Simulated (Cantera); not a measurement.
A perfectly stirred reactor is fed with CH3OH : O2 : N2 = 0.0074 : 0.0044 : 1 (molar parts), at 750 Torr; it is held at 1550 K, and followed from long to short residence time.

Cantera simulation using GRI-Mech 3.0 (53 species, 325 reactions); the numbers are that mechanism's predictions, not measurements. GRI-Mech 3.0 was tuned for natural gas; its chemistry of methanol as a main component is partial and can be far from experiment.

x: mole fraction; the columns are a selection and need not sum to one.

| τ (s) | x CH3OH | x O2 | x C2H6 | x CO2 | x H2O | x OH | x CH2CO |
|---|---|---|---|---|---|---|---|
| 0.72 | 2.83e-7 | 4.86e-6 | 4.69e-11 | 0.00175 | 0.00684 | 6.34e-6 | 9.65e-10 |
| 0.19 | 6.40e-7 | 1.10e-5 | 1.44e-10 | 0.00173 | 0.00685 | 1.08e-5 | 1.92e-9 |
| 0.048 | ___ | ___ | 5.62e-10 | 0.00168 | 0.00687 | ___ | ___ |
| 0.012 | 4.95e-6 | 7.95e-5 | 2.82e-9 | 0.00151 | 0.00693 | 2.50e-5 | 1.23e-8 |
| 0.0032 | 1.57e-5 | 0.000237 | 1.31e-8 | 0.00117 | 0.00695 | 3.52e-5 | 4.65e-8 |
| 0.00081 | 6.37e-5 | 0.000799 | 6.26e-8 | 0.000646 | 0.00634 | 4.71e-5 | 2.99e-7 |
| 0.00021 | ___ | ___ | ___ | ___ | ___ | ___ | ___ |

### Question
Fill in the missing entries.

### Answer

- 0.048, x CH3OH: 1.66e-6
- 0.048, x O2: 2.78e-5
- 0.048, x OH: 1.72e-5
- 0.048, x CH2CO: 4.30e-9
- 0.00021, x CH3OH: 0.00362
- 0.00021, x O2: 0.00370
- 0.00021, x C2H6: 2.70e-8
- 0.00021, x CO2: 3.34e-5
- 0.00021, x H2O: 0.00107
- 0.00021, x OH: 5.74e-6
- 0.00021, x CH2CO: 5.18e-7
